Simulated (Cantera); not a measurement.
An adiabatic, constant-volume homogeneous reactor starts with 5.87 % CH4, 0.646 % C2H6, 26.0 % O2, 67.5 % N2, equivalence ratio 0.54, at 1575 K and 1350 Torr.

Detailed kinetics in Cantera: GRI-Mech 3.0 (53 species, 325 reactions).

One state of this run: T (K) = 2839; P (bar) = 3.34; x CH4 = <1e-12; x C2H6 = <1e-12; x O2 = 0.104; x C2H = <1e-12; x H2 = 0.00493; x CH2O = 1.08e-10. x: mole fraction; the columns are a selection and need not sum to one.

**Question.** Which value of t (s) does it belong to?
A) 4.00e-6
B) 0.00337
C) 1.23e-5
D) 3.78e-5

**Answer.** B, 0.00337
